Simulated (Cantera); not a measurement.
Input: 1 mol SiHCl3, a varied amount of NH3, at 723.15 K and 0.630 bar.

Method: chemical equilibrium by Gibbs-energy minimisation in Cantera with the NASA 1993 tables (ideal gas, pure condensed phases). Candidate condensed phases: NH4Cl, Si, Si3N4; 28 gas species. Equilibrium is a limit: real reactors are often held back by kinetics, nucleation or transport.

Task: Which condensed phases are stable at each of these points (n(NH3) (mol)): 0.16, 0.82, 1.5, 2.1, 2.8, 3.5, 4.1, 4.8?

Result: 
```csv
n(NH3) (mol),condensed phases,Si condensed (%)
0.16,Si(s) + Si3N4(s),20.6
0.82,Si3N4(s),43.2
1.5,Si3N4(s),52.8
2.1,Si3N4(s),59.4
2.8,Si3N4(s),66.0
3.5,Si3N4(s),71.5
4.1,Si3N4(s),75.6
4.8,Si3N4(s),79.7
```

At 0.16 mol NH3 the condensed part is Si(s) + Si3N4(s). From 0.82 mol NH3 to 4.8 mol NH3 the condensed part is Si3N4(s).
